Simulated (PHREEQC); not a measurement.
Solution (90 °C): 3.5 mmol/kgw CaSO4. Closed to the air; pH follows from the charge balance.

All values are PHREEQC results (ion-association model, phreeqc.dat), not measurements.

Each row changes one thing in this solution. No solid was allowed to form.

```json
[
 {"case": "as made", "pH": "6.34", "ionic strength (mol/kgw)": "0.0109", "SO4-2 (mol/kgw)": "0.00274", "HSO4- (mol/kgw)": "4.65e-7"},
 {"case": "CaSO4 replaced by (NH4)2SO4 at the same molality", "pH": "5.11", "ionic strength (mol/kgw)": "0.0101", "SO4-2 (mol/kgw)": "0.00331", "HSO4- (mol/kgw)": "9.74e-6"},
 {"case": "temperature from 90 to 60 °C", "pH": "6.58", "ionic strength (mol/kgw)": "0.0112", "SO4-2 (mol/kgw)": "0.00279", "HSO4- (mol/kgw)": "1.20e-7"},
 {"case": "CaSO4 replaced by KHSO4 at the same molality", "pH": "2.73", "ionic strength (mol/kgw)": "0.00744", "SO4-2 (mol/kgw)": "0.00197", "HSO4- (mol/kgw)": "0.00145"},
 {"case": "0.00081 mol/kgw KCl added", "pH": "6.34", "ionic strength (mol/kgw)": "0.0118", "SO4-2 (mol/kgw)": "0.00273", "HSO4- (mol/kgw)": "4.61e-7"}
]
```

Species that the database lacks are ignored. At this temperature some constants are extrapolated from 25 °C, and those without enthalpy data are left unchanged.
